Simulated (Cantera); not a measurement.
Source: NASA polynomial tables (part measured, part estimated), evaluated in Cantera. Values are per mole of reaction as written; species without (g) are pure solids or liquids, kept so even where they would boil at 1 bar. VN: taken at fixed stoichiometry.

Q: Between 300 and 1598 K, where is each reaction favourable under standard conditions?
- 4 H2O(g) + 2 VO2(g) + N2(g) → 8 OH(g) + 2 VN

A: 
- 4 H2O(g) + 2 VO2(g) + N2(g) → 8 OH(g) + 2 VN: ΔG° is 1293 kJ at 300 K and 1131 kJ at 1598 K; it stays positive (K < 1). ΔH° is 1376 kJ and ΔS° 153 J/K at 1598 K.
